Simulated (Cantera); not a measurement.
Cantera run, input and output.

```python
import numpy as np
import cantera as ct

surf = ct.Interface("diamond.yaml", "diamond_100")
gas, bulk = surf.adjacent["gas"], surf.adjacent["diamond"]
k = surf.kinetics_species_index(bulk.species_names[0])
cover = ["c6HH", "c6H*", "c6*H", "c6**", "c6HM", "c6B"]

rows, drift = [], 0.0
print(f"{'xH':>10s}{'um/h':>11s}" + "".join(f"{s:>11s}" for s in cover))
for v in [0.0001, 0.00024, 0.00056, 0.0013, 0.0032, 0.0075, 0.018, 0.043, 0.1]:
    T, P, xH, xCH3 = 1298, 2700, v, 1.7e-05
    gas.TPX = T, P, {"H": xH, "CH3": xCH3, "CH4": 0.0058, "H2": 1 - xH - xCH3 - 0.0058}
    surf.TP = bulk.TP = T, P
    surf.coverages = "c6H*:0.1, c6HH:0.9"
    surf.advance_coverages(100.0)
    before = surf.coverages
    surf.advance_coverages(100.0)
    drift = max(drift, np.max(np.abs(surf.coverages - before) / (surf.coverages + 1e-9)))
    rate = surf.net_production_rates[k] * bulk.mean_molecular_weight / bulk.density * 3.6e9
    rows.append([rate, *surf[cover].coverages])
    print(f"{v:10.4g}{rate:11.4e}" + "".join(f"{x:11.3e}" for x in rows[-1][1:]))
```

Output:

```
        xH       um/h       c6HH       c6H*       c6*H       c6**       c6HM        c6B
    0.0001 1.7571e-03  6.605e-01  2.860e-02  3.067e-01  4.159e-03  8.566e-06  4.768e-12
   0.00024 8.1268e-03  5.397e-01  3.831e-02  4.108e-01  1.103e-02  1.229e-05  2.205e-11
   0.00056 2.2730e-02  4.601e-01  4.423e-02  4.742e-01  2.127e-02  1.602e-05  6.168e-11
    0.0013 4.3210e-02  4.160e-01  4.711e-02  5.050e-01  3.175e-02  1.938e-05  1.173e-10
    0.0032 6.6382e-02  3.930e-01  4.839e-02  5.187e-01  3.980e-02  2.171e-05  1.801e-10
    0.0075 9.2293e-02  3.833e-01  4.889e-02  5.237e-01  4.401e-02  2.238e-05  2.504e-10
     0.018 1.3523e-01  3.789e-01  4.915e-02  5.258e-01  4.610e-02  2.143e-05  3.670e-10
     0.043 2.1066e-01  3.771e-01  4.937e-02  5.265e-01  4.706e-02  1.861e-05  5.716e-10
       0.1 3.2015e-01  3.763e-01  4.972e-02  5.265e-01  4.755e-02  1.413e-05  8.687e-10
```

Computed with Cantera and the Harris–Goodwin 1993 mechanism for the reconstructed diamond (100) surface.
